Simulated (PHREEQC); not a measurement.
Synthetic water in mg/L, 25 °C, pH 3.44, pe 10:

```csv
constituent,mg/L
Na,179
K,140
Ca,152
Mg,32.6
Cl,218
S(6) as SO4,816
Zn,21.4
```

Valence states are taken as typed.

All values are PHREEQC results (ion-association model, phreeqc.dat), not measurements.

No solid was allowed to form.

Problem. What ionic strength does the model give?

Solution. ionic strength 0.0304 mol/kgw.

Problem. In which forms is K present?

Solution. K+ 98 %, KSO4- 2.4 % of the K.
